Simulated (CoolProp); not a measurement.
Computed with CoolProp (reference Helmholtz-energy equation of state, Zhou 2012).

Problem. For ethylbenzene, give the phase and the Z, cp (kJ/(kg K)), speed of sound (m/s), expansivity (1/kK) at 346.85 °C and 0.906 MPa.

Solution. 
- 346.85 °C and 0.906 MPa: gas; Z 0.907, cp 2.35, speed of sound 205, expansivity 2.23
